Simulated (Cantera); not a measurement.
A jet of 7.45 % CH₄, 9.65 % O₂, 82.9 % N₂, equivalence ratio 1.5 at 300 K and 42.0 Torr hits a platinum plate 5.6 cm away at a mass flux of 0.18 kg/m²/s; the plate temperature is set and raised in steps from an oxygen-covered start.

Computed with Cantera and Deutschmann's 1995 Pt surface mechanism with GRI-Mech 3.0 gas chemistry. Catalytic surfaces can have several steady states; this one follows from the mechanism file's or the stated starting coverage.

x: mole fraction at the wall; θ: surface coverage.

| plate T (K) | wall x CH₄ | wall x O₂ | wall x H₂O | wall x OH | wall x CO | wall x CO₂ | θ free Pt | θ H* | θ CO* | θ C* |
|---|---|---|---|---|---|---|---|---|---|---|
| 850 | 0.0262 | 0.0108 | 0.0892 | <1e-8 | 0.0335 | 0.0200 | 0.521 | [?] | 0.475 | 0.00354 |
| 900 | 0.0206 | 0.00848 | 0.0984 | <1e-8 | 0.0517 | 0.00540 | 0.614 | [?] | 0.370 | 0.0157 |
| 950 | 0.0169 | 0.00707 | 0.100 | <1e-8 | 0.0593 | 0.000892 | 0.698 | [?] | 0.220 | 0.0813 |
| 1000 | 0.0133 | 0.00569 | 0.0989 | <1e-8 | 0.0629 | 0.00109 | 0.805 | 0.00129 | 0.137 | 0.0570 |
| 1050 | 0.0111 | 0.00490 | 0.0973 | <1e-8 | 0.0642 | 0.00209 | 0.893 | 0.00133 | 0.0818 | 0.0235 |
| 1100 | 0.0102 | 0.00462 | 0.0954 | <1e-8 | 0.0636 | 0.00385 | 0.944 | 0.00124 | 0.0460 | 0.00906 |

Fill in the missing entries.


- 850, θ H*: 4.60e-5
- 900, θ H*: 0.000203
- 950, θ H*: 0.000907
